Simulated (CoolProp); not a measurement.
R1233zd(E) along the isobar 20.1 MPa: Z from the reference equation and from simpler models built on Tc = 165.7 °C, pc = 3.583 MPa, ω = 0.304; each cubic takes its own stable root.

The numbers come from the reference Helmholtz-energy equation of state, Akasaka 2022 in CoolProp.

| T (°C) | phase | reference | Redlich-Kwong | Soave-Redlich-Kwong | Peng-Robinson |
|---|---|---|---|---|---|
| -47.55 | liquid | 0.9632 | 1.096 | ___ | 0.9596 |
| -32.65 | liquid | 0.9214 | 1.045 | 1.023 | 0.9128 |
| -17.65 | liquid | 0.8851 | 1.000 | 0.9784 | 0.8722 |
| -2.65 | liquid | 0.8535 | 0.9617 | 0.9396 | 0.8374 |
| 12.25 | liquid | 0.8264 | ___ | 0.9065 | 0.8076 |
| 27.25 | liquid | 0.8027 | 0.8998 | 0.8778 | 0.7819 |
| 42.15 | liquid | 0.7825 | 0.8751 | 0.8534 | 0.7601 |
| 57.15 | liquid | 0.7650 | 0.8536 | 0.8327 | 0.7418 |
| 72.15 | liquid | 0.7504 | 0.8352 | 0.8155 | 0.7266 |
| 87.05 | liquid | 0.7383 | 0.8197 | 0.8016 | 0.7146 |
| 102.05 | liquid | 0.7286 | ___ | 0.7907 | 0.7053 |
| 117.05 | liquid | 0.7212 | 0.7961 | 0.7827 | 0.6989 |
| 131.95 | liquid | 0.7162 | 0.7877 | 0.7775 | 0.6953 |
| 146.95 | liquid | 0.7133 | 0.7813 | 0.7751 | 0.6943 |
| 161.85 | liquid | ___ | 0.7769 | 0.7755 | 0.6961 |
| 176.85 | supercritical | 0.7144 | 0.7743 | 0.7786 | 0.7006 |

Question: What belongs in the gaps?

Answer: 
- -47.55, Soave-Redlich-Kwong: 1.075
- 12.25, Redlich-Kwong: 0.9287
- 102.05, Redlich-Kwong: 0.8067
- 161.85, reference: 0.7127
